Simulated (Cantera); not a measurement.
A perfectly stirred reactor is fed with CH₄ : CO : O₂ : N₂ = 1 : 1.3 : 3.01 : 11.3 (molar parts), at 1.00 atm; it is adiabatic with a 675 K inlet, and is followed from long to short residence time, starting on the burning branch (τ in s: 0.47, 0.15, 0.05, 0.016, 0.0052, 0.0017, 0.00054, 0.00018, 5.7e-05, 1.8e-05).

Detailed kinetics in Cantera: GRI-Mech 3.0 (53 species, 325 reactions).

x: mole fraction; the columns are a selection and need not sum to one.

```tsv
τ (s)	T (K)	x CH₄	x CO	x O₂	x CH₂O	x NO
0.47	2368	2.41e-7	0.0143	0.0259	4.72e-8	0.00546
0.15	2366	…	0.0146	0.0264	…	…
0.050	2359	2.07e-6	0.0155	0.0275	4.07e-7	0.00332
0.016	2336	…	…	0.0295	…	…
0.0052	2280	1.36e-5	0.0232	0.0325	2.57e-6	0.000756
0.0017	2187	3.16e-5	0.0309	0.0366	5.51e-6	0.000276
0.00054	2065	7.96e-5	0.0397	0.0414	1.23e-5	9.99e-5
0.00018	1931	0.000221	0.0491	0.0471	2.97e-5	4.28e-5
5.7e-5	1768	0.000919	0.0673	0.0592	1.00e-4	1.38e-5
1.8e-5	675	0.0602	0.0783	0.181	<1e-12	<1e-12
```

Q: What belongs in the gaps?

A: 
- 0.15, x CH₄: 7.35e-7
- 0.15, x CH₂O: 1.44e-7
- 0.15, x NO: 0.00468
- 0.016, x CH₄: 5.63e-6
- 0.016, x CO: 0.0180
- 0.016, x CH₂O: 1.10e-6
- 0.016, x NO: 0.00177
